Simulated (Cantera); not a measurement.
Charge: 1 mol Si(CH3)4, 3.9 mol HCl, 270 mol H2, equilibrated at 0.0350 bar.

Method: chemical equilibrium by Gibbs-energy minimisation in Cantera with the NASA 1993 tables (ideal gas, pure condensed phases). Candidate condensed phases: C, C6H6, C7H8, C8H18, Si, SiC; 109 gas species. The tables' values for SiCl are old estimates; treat these amounts as uncertain. Gases not in the tables: Si2H6 and higher silanes. The numbers say what is thermodynamically allowed, not how fast it happens.

log p: log10 of the partial pressure in bar; n: condensed amount in mol.

| T (K) | log p H2 | log p H | log p HCl | log p C2H2 (acetylene) | log p Si | n C(graphite) | n SiC(s) |
|---|---|---|---|---|---|---|---|
| 1273 | -1.46 | -6.88 | -3.31 | -7.89 | -13.33 | 2.91 | 1.000 |
| 1473 | -1.46 | (withheld) | -3.31 | (withheld) | (withheld) | 2.97 | 0.999 |
| 1673 | -1.46 | (withheld) | -3.31 | (withheld) | (withheld) | 2.96 | 0.997 |
| 1873 | -1.46 | -3.92 | -3.31 | -4.97 | -6.53 | 2.83 | 0.991 |
| 2073 | -1.47 | -3.31 | -3.32 | -4.38 | -5.15 | 2.40 | 0.915 |
| 2273 | -1.48 | -2.82 | -3.34 | -3.91 | -4.06 | 1.73 | 0 |
| 2473 | -1.52 | -2.41 | -3.38 | -3.67 | -4.03 | 0 | 0 |
| 2673 | -1.59 | -2.08 | -3.46 | -3.71 | -4.04 | 0 | 0 |

Problem. Some entries are withheld; supply them.

Solution. 
- 1673, log p H: -4.67
- 1673, log p C2H2 (acetylene): -5.71
- 1673, log p Si: -8.25
- 1473, log p H: -5.63
- 1473, log p C2H2 (acetylene): -6.65
- 1473, log p Si: -10.45
